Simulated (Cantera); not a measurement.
Feed: 1 mol SiCl4, 0.4 mol C3H8, a varied amount of H2, held at 802 °C and 41.0 mbar.

Equilibrium computed with Cantera from the NASA thermochemical tables; the gas is ideal and each condensed phase is pure. Candidate condensed phases: C, C6H6, C7H8, C8H18, Si, SiC; 109 gas species. Equilibrium is a limit: real reactors are often held back by kinetics, nucleation or transport.

Problem. Which condensed phases are stable at each of these points (n(H2) (mol)): 6.1, 13, 27, 56, 120, 250, 520?

Solution. 
| n(H2) (mol) | condensed phases | Si condensed (%) |
|---|---|---|
| 6.1 | C(graphite) + SiC(s) | 48.8 |
| 13 | C(graphite) + SiC(s) | 69.5 |
| 27 | C(graphite) + SiC(s) | 89.1 |
| 56 | C(graphite) + SiC(s) | 97.9 |
| 120 | SiC(s) | 99.7 |
| 250 | SiC(s) | 99.9 |
| 520 | SiC(s) | 99.9 |

From 6.1 mol H2 to 56 mol H2 the condensed part is C(graphite) + SiC(s). From 120 mol H2 to 520 mol H2 the condensed part is SiC(s).
